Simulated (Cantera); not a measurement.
Boron, boron nitride and boron oxide: B2O3 + O2 + N2

Input: 1 mol B2O3, 2.3 mol O2, 0.35 mol N2, at 1.28 Torr.

These are equilibrium values from Cantera (NASA tables, ideal gas, pure condensed phases), not measurements of a reactor. Candidate condensed phases: B, BN, B2O3; 17 gas species. Equilibrium is a limit: real reactors are often held back by kinetics, nucleation or transport.

```json
[
 {"T (°C)": "577", "x O2": "0.868", "x B2O3": "<1e-12", "x BO2": "1.75e-12", "x N2": "0.132", "x O": "1.68e-11", "x BO": "<1e-12", "n B2O3(l)": "1.00"},
 {"T (°C)": "727", "x O2": "0.868", "x B2O3": "1.97e-9", "x BO2": "2.17e-9", "x N2": "0.132", "x O": "3.55e-9", "x BO": "<1e-12", "n B2O3(l)": "1.00"},
 {"T (°C)": "877", "x O2": "0.868", "x B2O3": "9.79e-7", "x BO2": "4.04e-7", "x N2": "0.132", "x O": "1.88e-7", "x BO": "<1e-12", "n B2O3(l)": "1.000"},
 {"T (°C)": "1027", "x O2": "0.868", "x B2O3": "0.000110", "x BO2": "2.19e-5", "x N2": "0.132", "x O": "4.00e-6", "x BO": "1.41e-11", "n B2O3(l)": "1.000"},
 {"T (°C)": "1177", "x O2": "0.863", "x B2O3": "0.00442", "x BO2": "0.000509", "x N2": "0.131", "x O": "4.53e-5", "x BO": "4.72e-9", "n B2O3(l)": "0.988"},
 {"T (°C)": "1327", "x O2": "0.786", "x B2O3": "0.0863", "x BO2": "0.00632", "x N2": "0.119", "x O": "0.000312", "x BO": "5.29e-7", "n B2O3(l)": "0.739"},
 {"T (°C)": "1477", "x O2": "0.618", "x B2O3": "0.260", "x BO2": "0.0248", "x N2": "0.0942", "x O": "0.00143", "x BO": "1.39e-5", "n B2O3(l)": "0"},
 {"T (°C)": "1627", "x O2": "0.604", "x B2O3": "0.245", "x BO2": "0.0499", "x N2": "0.0927", "x O": "0.00562", "x BO": "0.000126", "n B2O3(l)": "0"},
 {"T (°C)": "1777", "x O2": "0.577", "x B2O3": "0.221", "x BO2": "0.0880", "x N2": "0.0904", "x O": "0.0179", "x BO": "0.000810", "n B2O3(l)": "0"},
 {"T (°C)": "1927", "x O2": "0.531", "x B2O3": "0.187", "x BO2": "0.136", "x N2": "0.0867", "x O": "0.0478", "x BO": "0.00391", "n B2O3(l)": "0"},
 {"T (°C)": "2077", "x O2": "0.459", "x B2O3": "0.144", "x BO2": "0.185", "x N2": "0.0811", "x O": "0.108", "x BO": "0.0148", "n B2O3(l)": "0"}
]
```
x: gas mole fraction; n: condensed amount in mol.

From 577 °C to 1327 °C the condensed part is B2O3(l). From 1477 °C to 2077 °C nothing is condensed.
